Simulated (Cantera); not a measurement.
An adiabatic, constant-pressure homogeneous reactor starts with H₂ : O₂ : N₂ : NO : CO₂ = 1 : 0.794 : 2.98 : 0.0072 : 0.31 (molar parts), at 998 K and 2250 Torr.

Detailed kinetics in Cantera: GRI-Mech 3.0 (53 species, 325 reactions). The hydrogen kinetics of GRI-Mech 3.0 are dated; newer H2 mechanisms differ, most at raised pressure. The mechanism lacks 2 NO + O2 → 2 NO2 and HONO, so NO2 and the effect of NO are under-described below about 1400 K.

Predict: time of steepest temperature rise; temperature at 0.100 s; equilibrium temperature; x(H₂) at 0.100 s; x(O₂) at 0.100 s; x(NO) at 0.100 s; x(N₂O) at 0.100 s; x(OH) at 0.100 s; x(H) at 0.100 s.


```
Quantity                                                               Value
---------------------------------  -----------------------------------------
time of steepest temperature rise                                   0.219 ms
temperature at 0.100 s                                                2298 K
equilibrium temperature                                               2297 K
x(H₂) at 0.100 s                     0.00103 (gas-phase equilibrium 0.00103)
x(O₂) at 0.100 s                       0.0607 (gas-phase equilibrium 0.0604)
x(NO) at 0.100 s                     0.00697 (gas-phase equilibrium 0.00759)
x(N₂O) at 0.100 s                    6.57e-7 (gas-phase equilibrium 6.59e-7)
x(OH) at 0.100 s                     0.00593 (gas-phase equilibrium 0.00590)
x(H) at 0.100 s                    0.000179 (gas-phase equilibrium 0.000177)
```
